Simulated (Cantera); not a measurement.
What does this Cantera script print?

```python
import numpy as np
import cantera as ct

gas = ct.Solution("gri30.yaml")
gas.TPX = 775, 53000, {'CH3OH': 1.3, 'O2': 1, 'N2': 3.76}
inlet = ct.Reservoir(gas, clone=True)
gas.equilibrate("HP")  # start burning
reactor = ct.IdealGasConstPressureReactor(gas, energy="on", clone=False)
exhaust = ct.Reservoir(gas, clone=True)
tau = [0.46, 0.15, 0.052, 0.018, 0.006, 0.002, 0.00068, 0.00023, 7.8e-05][0]
for a, b in ((inlet, reactor), (reactor, exhaust)):
    ct.MassFlowController(a, b, mdot=lambda t: reactor.mass / tau)
net = ct.ReactorNet([reactor])
show = ['CH3OH', 'O2', 'H', 'CO', 'CH2']

rows = []
print(f"{'tau/s':>10s}{'T/K':>9s}" + "".join(f"{s:>11s}" for s in show))
for tau in [0.46, 0.15, 0.052, 0.018, 0.006, 0.002, 0.00068, 0.00023, 7.8e-05]:
    net.initial_time = 0.0
    net.advance(30 * tau)
    before = gas.X
    net.advance(40 * tau)
    drift = np.max(np.abs(gas.X - before) / (gas.X + 1e-9))
    rows.append([gas.T, *gas[show].X, drift])
    print(f"{tau:10.3e}{gas.T:9.1f}" + "".join(f"{x:11.3e}" for x in gas[show].X))
```

Output:

```
     tau/s      T/K      CH3OH         O2          H         CO        CH2
 4.600e-01   2044.4  7.248e-07  1.996e-05  2.710e-03  1.238e-01  4.056e-08
 1.500e-01   2034.2  1.491e-06  4.232e-05  4.126e-03  1.235e-01  1.077e-07
 5.200e-02   2020.3  2.999e-06  8.639e-05  6.028e-03  1.230e-01  2.794e-07
 1.800e-02   2003.3  6.410e-06  1.767e-04  8.299e-03  1.225e-01  7.169e-07
 6.000e-03   1985.3  1.546e-05  3.803e-04  1.051e-02  1.222e-01  1.879e-06
 2.000e-03   1968.8  4.160e-05  8.908e-04  1.191e-02  1.224e-01  4.944e-06
 6.800e-04   1948.0  1.228e-04  2.335e-03  1.210e-02  1.240e-01  1.248e-05
 2.300e-04   1891.6  4.559e-04  7.559e-03  1.020e-02  1.297e-01  2.764e-05
 7.800e-05    775.0  2.145e-01  1.650e-01  5.358e-18  4.429e-15  5.767e-19
```

Model: GRI-Mech 3.0 (53 species, 325 reactions), integrated in Cantera. GRI-Mech 3.0 was tuned for natural gas; its chemistry of methanol as a main component is partial and can be far from experiment.
